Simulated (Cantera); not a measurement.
Feed: 1 mol N2O, 1.3 mol H2, held at 2973.15 K and 68.0 mbar.

These are equilibrium values from Cantera (NASA tables, ideal gas, pure condensed phases), not measurements of a reactor. Candidate condensed phases: H2O; 24 gas species. Kinetics and transport are ignored.

Base state: N2 0.329, H 0.214, H2 0.147, H2O 0.146, OH 0.0688, O 0.0614, O2 0.0241, NO 0.0101 (mole fractions); condensed: gas only.

Q: What changes in the equilibrium state with this change: 0.46 mol HCl added?

A: 
| species | before | after |
|---|---|---|
| N2 | 0.329 | 0.271 |
| H | 0.214 | 0.207 |
| H2 | 0.147 | 0.138 |
| Cl | 0 | 0.0640 |
| HCl | 0 | 0.0626 |
| O2 | 0.0241 | 0.0183 |
| NO | 0.0101 | 0.00800 |
| H2O | 0.146 | 0.119 |
| OH | 0.0688 | 0.0581 |
| O | 0.0614 | 0.0535 |
| ClO | 0 | 2.05e-5 |
| N | 2.57e-5 | 2.34e-5 |
Further candidate phases: NH4Cl.
